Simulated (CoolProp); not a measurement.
n-hexane at several states: density (kg/m³) from the reference equation and from simpler models built on Tc = 234.7 °C, pc = 3044 kPa, ω = 0.300; each cubic takes its own stable root.

Computed with CoolProp (reference Helmholtz-energy equation of state, Thol 2019).

```
T (°C)  p (kPa)          phase  reference
------  -------  -------------  ---------
263.45     6740  supercritical      364.2
-26.15    15600         liquid      710.7
41.15       802         liquid      640.8
208.95     8260         liquid      477.2
266.05      138            gas      2.688
200.55     6370         liquid      477.6
```

Problem. How far does each simpler model (van der Waals, Redlich-Kwong, Soave-Redlich-Kwong, Peng-Robinson) lie from the reference over these 6 states: mean and median of the absolute difference, and the worst?

Solution. 
- van der Waals: mean 28.5 %, median 33.1 %, worst -40.7 % at 41.15 °C and 802 kPa
- Redlich-Kwong: mean 10.7 %, median 12.4 %, worst -14.3 % at 200.55 °C and 6370 kPa
- Soave-Redlich-Kwong: mean 9.8 %, median 10.8 %, worst -15.4 % at 263.45 °C and 6740 kPa
- Peng-Robinson: mean 1.9 %, median 1.0 %, worst -7.2 % at 263.45 °C and 6740 kPa
